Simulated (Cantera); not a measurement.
A perfectly stirred reactor is fed with 21.9 % H2, 16.4 % O2, 61.7 % N2, at 1.58 atm; it is adiabatic with a 373 K inlet, and is followed from long to short residence time, starting on the burning branch (τ in s: 0.31, 0.14, 0.061, 0.027, 0.012, 0.0054, 0.0024, 0.0011, 0.00047, 0.00021, 9.4e-05).

Cantera simulation using the H2/O2 subset of GRI-Mech 3.0, which has no nitrogen chemistry; the numbers are that mechanism's predictions, not measurements.

x: mole fraction; the columns are a selection and need not sum to one.

```csv
τ (s),T (K),x H2,x O2,x O,x H,x OH
0.31,2026,0.000317,0.0601,___,3.05e-5,0.00249
0.14,2025,0.000359,0.0600,___,3.60e-5,0.00262
0.061,2023,0.000451,0.0600,___,4.94e-5,0.00288
0.027,2019,0.000635,0.0599,___,8.02e-5,0.00334
0.012,2013,0.000977,0.0598,___,0.000151,0.00406
0.0054,2002,0.00157,0.0597,___,0.000309,0.00505
0.0024,1984,0.00258,0.0596,___,0.000660,0.00632
0.0011,1957,0.00413,0.0597,___,0.00137,0.00772
0.00047,1911,0.00670,0.0601,___,0.00293,0.00926
0.00021,1846,0.0102,0.0611,___,0.00574,0.0104
9.4e-5,1757,0.0147,0.0629,___,0.0104,0.0108
```

Question: Some entries are withheld; supply them.

Answer: 
- 0.31, x O: 0.000176
- 0.14, x O: 0.000195
- 0.061, x O: 0.000238
- 0.027, x O: 0.000325
- 0.012, x O: 0.000491
- 0.0054, x O: 0.000784
- 0.0024, x O: 0.00129
- 0.0011, x O: 0.00208
- 0.00047, x O: 0.00339
- 0.00021, x O: 0.00514
- 9.4e-5, x O: 0.00726
